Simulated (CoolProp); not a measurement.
Saturated liquid density (kg/m³) of R134a: the reference equation beside estimates from Tc = 101.1 °C, pc = 4.059 MPa, ω = 0.327. Rackett uses Z = 0.29056 − 0.08775 ω.

The numbers come from the reference Helmholtz-energy equation of state, Tillner-Roth 1994 in CoolProp.

```tsv
T (°C)	reference	Rackett	van der Waals	Redlich-Kwong	Soave-Redlich-Kwong	Peng-Robinson
0.95	1292	1275	737.6	1062	?	1272
8.65	1266	1248	722.7	1035	1097	1243
16.35	1239	1221	?	1007	1069	1213
24.05	1210	1193	690.8	?	1040	1180
31.75	?	1163	673.6	946.9	1008	1145
39.35	1149	1132	655.5	914.4	974.9	1107
47.05	1116	1099	636.0	879.2	938.2	1065
54.75	1080	1063	614.9	841.4	898.2	1019
62.45	1040	?	592.0	800.4	?	968.0
70.15	?	980.6	566.7	755.2	804.8	?
77.85	944.2	931.3	537.9	704.5	748.5	844.7
85.55	882.2	871.9	503.9	645.2	681.8	766.1
```

Task: Some entries are withheld; supply them.

Result: 
- 0.95, Soave-Redlich-Kwong: 1123
- 16.35, van der Waals: 707.2
- 24.05, Redlich-Kwong: 978.0
- 31.75, reference: 1181
- 62.45, Rackett: 1024
- 62.45, Soave-Redlich-Kwong: 854.1
- 70.15, reference: 995.3
- 70.15, Peng-Robinson: 910.7

Absolute difference from the reference over all 12 rows, mean and median: Rackett 1.4 and 1.5 %, van der Waals 43.0 and 43.0 %, Redlich-Kwong 21.4 and 20.8 %, Soave-Redlich-Kwong 16.4 and 15.5 %, Peng-Robinson 5.3 and 4.1 %.
